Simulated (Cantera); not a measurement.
**Ignition delay**

Mixture: CH4 : H2 : O2 : N2 = 1 : 0.063 : 1.07 : 4.38 (molar parts), equivalence ratio 1.9, at 0.830 bar, adiabatic and at constant pressure. Ignition delay is the time to a rise of 400 K.

Cantera simulation using GRI-Mech 3.0 (53 species, 325 reactions); the numbers are that mechanism's predictions, not measurements.

| T0 (K) | delay (ms) |
|---|---|
| 1300 | 12.6 |
| 1400 | 3.98 |
| 1500 | 1.41 |
| 1600 | 0.568 |
| 1700 | 0.262 |
| 1800 | 0.136 |
| 1900 | 0.0769 |
| 2000 | 0.0468 |
| 2100 | 0.0303 |

The apparent activation energy between 1900 and 2100 K is 150 kJ/mol.
